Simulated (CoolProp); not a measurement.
Vapour-liquid equilibrium of n-butane (1) + cyclohexane (2) at 310.6 K; x and y are mole fractions of (1).

Model: multi-fluid Helmholtz-energy mixture model, Bücker 2006 and Zhou 2014; pair parameters Bell 2016, in CoolProp.

Problem. Give the bubble pressure and the first vapour's composition at x = 0.65, 0.8, 0.95. Is there an azeotrope?

Solution. x = 0.65: 234.2 kPa, y = 0.965; x = 0.8: 284.0 kPa, y = 0.982; x = 0.95: 334.5 kPa, y = 0.996. No azeotrope shows between x = 0.05 and 0.95.

The pair parameters rest on a limited set of measurements; away from them the model extrapolates.
